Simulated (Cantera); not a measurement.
Input: 1 mol TEOS, 0.91 mol NO, 130 mol N2, held at 1.33 mbar.

Method: chemical equilibrium by Gibbs-energy minimisation in Cantera with the NASA 1993 tables (ideal gas, pure condensed phases). Candidate condensed phases: C, C6H6, C7H8, C8H18, H2O, Si, SiC, SiO2, Si2N2O, Si3N4; 151 gas species. The feed counts by its element totals alone. The numbers say what is thermodynamically allowed, not how fast it happens. All values below are at 1600 °C.

Base state: N2 0.894, H2 0.0653, CO 0.0335, H 0.00452, HCN 0.00209, SiO 0.000227, Si 0.000220, HNC 9.27e-5 (mole fractions); condensed: C(graphite) + SiC(s).

Question: What changes in the equilibrium state with this change: pressure from 1.33 mbar to 0.100 bar?

Answer: 
| species | before | after |
|---|---|---|
| N2 | 0.894 | 0.896 |
| H2 | 0.0653 | 0.0674 |
| CO | 0.0335 | 0.0335 |
| H | 0.00452 | 0.000530 |
| SiO | 0.000227 | 0.000228 |
| Si | 0.000220 | 2.93e-6 |
| C2H2 (acetylene) | 2.04e-5 | 2.10e-5 |
| HNC | 9.27e-5 | 9.43e-5 |
| HCN | 0.00209 | 0.00212 |
| C(graphite), mol | 1.86 | 1.83 |
| SiC(s), mol | 0.932 | 0.966 |
